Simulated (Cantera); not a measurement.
Feed: 1 mol Si₃N₄, 3.2 mol H₂O, 120 mol H₂, equilibrated at 15000 Pa.

Equilibrium computed with Cantera from the NASA thermochemical tables; the gas is ideal and each condensed phase is pure. Candidate condensed phases: H₂O, Si, SiO₂, Si₂N₂O, Si₃N₄; 35 gas species. Mutual solubility and eutectic melting of coexisting phases are not modelled. The tables hold silica as quartz up to 1696 K and as liquid above; real silica turns to tridymite and cristobalite and melts near 1996 K. Equilibrium is a limit: real reactors are often held back by kinetics, nucleation or transport.

x: gas mole fraction; n: condensed amount in mol.

```tsv
T (K)	x H₂	x SiO	x N₂	x H	x H₂O	x NH₃	x OH	n SiO₂(β-quartz)	n Si₂N₂O(s)	n SiO₂(condensed)
1423	0.991	1.54e-5	0.00856	1.71e-5	6.99e-5	1.08e-6	2.61e-11	1.13	0.936	0
1473	0.991	?	0.00858	?	?	?	?	1.12	0.934	0
1523	0.991	0.000250	0.00863	5.94e-5	8.73e-5	7.95e-7	1.61e-10	1.12	0.927	0
1573	0.990	0.000870	0.00883	0.000104	9.71e-5	6.97e-7	3.70e-10	1.09	0.901	0
1623	0.988	0.00276	0.00944	0.000177	0.000109	6.29e-7	8.16e-10	1.01	0.823	0
1673	0.981	0.00789	0.0111	0.000291	0.000124	5.95e-7	1.77e-9	0.792	0.608	0
1723	0.964	0.0201	0.0150	0.000462	0.000146	6.00e-7	3.83e-9	0	0.0841	0.266
1773	0.961	0.0222	0.0156	0.000720	0.000370	5.46e-7	1.72e-8	0	0	0.153
1823	0.960	0.0228	0.0156	0.00110	0.000958	4.90e-7	7.62e-8	0	0	0.0772
1873	0.958	0.0234	0.0156	0.00163	0.00156	4.43e-7	2.06e-7	0	0	0
1923	0.957	0.0234	0.0156	?	0.00156	?	?	0	0	0
1973	0.956	0.0234	0.0156	0.00341	0.00156	3.68e-7	5.27e-7	0	0	0
```

### Question
Fill in the missing entries.

### Answer

- 1473, x SiO: 6.52e-5
- 1473, x H: 3.25e-5
- 1473, x H₂O: 7.84e-5
- 1473, x NH₃: 9.22e-7
- 1473, x OH: 6.69e-11
- 1923, x H: 0.00238
- 1923, x NH₃: 4.03e-7
- 1923, x OH: 3.33e-7
